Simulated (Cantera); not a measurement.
## Moist CO burnout

An isothermal, constant-pressure homogeneous reactor starts with 0.311 % CO, 0.264 % O₂, 5.09 % H₂O, 94.3 % N₂, equivalence ratio 0.59, at 1350 K and 4.00 bar.

Computed with Cantera and GRI-Mech 3.0 (53 species, 325 reactions).

```
t (s)        x CO     x O₂   x H₂O    x H₂O₂       x H      x OH     x NO₂
--------  -------  -------  ------  --------  --------  --------  --------
1.00e-5   0.00311  0.00264  0.0509    <1e-12  1.46e-11  1.34e-10    <1e-12
5.37e-5   0.00311  0.00264  0.0509  1.56e-12  2.82e-10   1.36e-9    <1e-12
0.000289  0.00311  0.00264  0.0509  4.08e-11   7.71e-9   3.32e-8    <1e-12
0.00155   0.00191  0.00221  0.0505   2.69e-7   5.54e-5  0.000110  1.13e-11
0.00833   3.60e-5  0.00112  0.0510   2.92e-8   1.36e-6   2.83e-5  2.82e-10
0.0447    5.71e-7  0.00109  0.0510   2.20e-9   1.39e-8   7.27e-6  2.55e-10
0.240     2.86e-8  0.00109  0.0510  3.76e-10  7.70e-10   2.97e-6  8.24e-11
1.29      1.91e-8  0.00109  0.0510  2.67e-10  4.78e-10   2.49e-6  7.01e-11
6.93      1.91e-8  0.00109  0.0510  2.67e-10  4.78e-10   2.49e-6  7.04e-11
37.2      1.91e-8  0.00109  0.0510  2.67e-10  4.78e-10   2.49e-6  7.24e-11
200       1.91e-8  0.00109  0.0510  2.67e-10  4.78e-10   2.49e-6  8.27e-11
```
x: mole fraction; the columns are a selection and need not sum to one.

Equilibrium at this temperature and pressure: CO 1.93e-8, O₂ 0.00106, H₂O 0.0510, H₂O₂ 2.64e-10, H 4.81e-10, OH 2.48e-6, NO₂ 5.37e-8 (gas phase only).
